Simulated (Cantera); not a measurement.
Ignition delay

Mixture: 7.14 % CH₄, 0.786 % C₂H₆, 18.9 % O₂, 62.4 % N₂, 10.7 % H₂O, at 101000 Pa, adiabatic and at constant volume. Ignition delay is the time to a rise of 400 K.

Model: GRI-Mech 3.0 (53 species, 325 reactions), integrated in Cantera.

```tsv
T0 (K)	delay (ms)
1200	4.73
1250	2.76
1300	1.66
1350	1.01
1400	0.622
1450	0.387
```

```
Property                                                Result
--------------------------------------------------  ----------
apparent activation energy between 1350 and 1450 K  160 kJ/mol
```
